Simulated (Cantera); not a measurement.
An isothermal, constant-pressure homogeneous reactor starts with H2 : O2 : H2O = 0.011 : 1 : 0.09 (molar parts), at 1450 K and 3.15 Torr.

Model: GRI-Mech 3.0 (53 species, 325 reactions), integrated in Cantera. Radical loss at walls, strong at low pressure, is not modelled.

x: mole fraction; the columns are a selection and need not sum to one.

```csv
t (s),x H2,x O2,x O,x H2O,x H2O2,x HO2,x OH
4.00e-6,0.00999,0.908,1.75e-11,0.0817,<1e-12,6.19e-10,1.15e-10
1.04e-5,0.00999,0.908,1.14e-10,0.0817,<1e-12,1.61e-9,3.68e-10
2.71e-5,0.00999,0.908,7.03e-10,0.0817,<1e-12,4.19e-9,1.36e-9
7.04e-5,0.00999,0.908,3.84e-9,0.0817,2.43e-12,1.09e-8,5.57e-9
0.000183,0.00999,0.908,1.70e-8,0.0817,1.60e-11,2.83e-8,2.17e-8
0.000477,0.00999,0.908,…,0.0817,1.01e-10,…,…
0.00124,0.00999,0.908,3.13e-7,0.0817,5.78e-10,1.90e-7,3.66e-7
0.00323,0.00998,0.908,4.27e-6,0.0817,2.68e-9,4.84e-7,4.93e-6
0.00839,0.00755,0.906,0.00144,0.0833,4.42e-9,4.28e-7,0.00151
0.0218,0.000313,0.899,0.00669,0.0891,1.29e-8,3.89e-7,0.00401
0.0568,0.000304,0.900,0.00648,0.0892,1.27e-8,3.82e-7,0.00395
0.148,0.000281,0.900,0.00599,0.0894,1.23e-8,3.66e-7,0.00380
0.384,0.000232,0.901,0.00493,0.0897,1.12e-8,3.28e-7,0.00346
1.00,…,0.903,…,0.0903,…,…,…
```

Problem. Some entries are withheld; supply them.

Solution. 
- 0.000477, x O: 6.56e-8
- 0.000477, x HO2: 7.35e-8
- 0.000477, x OH: 7.90e-8
- 1.00, x H2: 0.000151
- 1.00, x O: 0.00320
- 1.00, x H2O2: 9.16e-9
- 1.00, x HO2: 2.53e-7
- 1.00, x OH: 0.00279
